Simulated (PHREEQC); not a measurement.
Make-up at 30 °C: 91 mmol/kgw H2SO4, 66 mmol/kgw CuSO4 and 84 mmol/kgw Fe2(SO4)3. Closed to the air; pH follows from the charge balance.

Equilibrium calculation in PHREEQC: ion-association model, phreeqc.dat.

Precipitation was switched off in this run.

Task: Order these Fe species by the share of Fe that they hold, largest first: Fe(SO4)2-, Fe+3, FeHSO4+2, FeOH+2, FeSO4+.

Result: FeSO4+ (60 %), Fe(SO4)2- (21 %), FeHSO4+2 (16 %), Fe+3 (2.2 %), FeOH+2 (0.19 %)

The pH is 1.39 and the ionic strength 0.448 mol/kgw. Examples of supersaturated solids here: Hematite (slow to form), Goethite (slow to form). Others may be too. Species that the database lacks are ignored.
